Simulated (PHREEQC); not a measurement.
Make-up at 78 °C: 120 mmol/kgw HF and 0.67 mmol/kgw NH4HF2. Closed to the air; pH follows from the charge balance.

The numbers come from PHREEQC with the ion-association model, wateq4f.dat.

```csv
quantity,before,after
pH,2.24,5.92
ionic strength (mol/kgw),0.00692,0.121
HF (mol/kgw),0.105,0.000440
F- (mol/kgw),0.00476,0.120
H2F2 (mol/kgw),0.00358,6.43e-8
HF2- (mol/kgw),0.00216,0.000235
```

Problem. What was changed between the two runs?
(A) HF replaced by NaHF2 at the same molality
(B) NH4HF2 from 0.00067 to 0.000603 mol/kgw
(C) HF replaced by (CH3)4NF at the same molality
(D) NH4HF2 from 0.00067 to 0.000335 mol/kgw
(E) NH4HF2 left out

Solution. C, HF replaced by (CH3)4NF at the same molality

This is a speciation only: nothing precipitates in the calculation. (CH3)4N+ isn't in the database: it is added as a free cation with an ion size of 4 Å. At this temperature some constants are extrapolated from 25 °C, and those without enthalpy data are left unchanged.
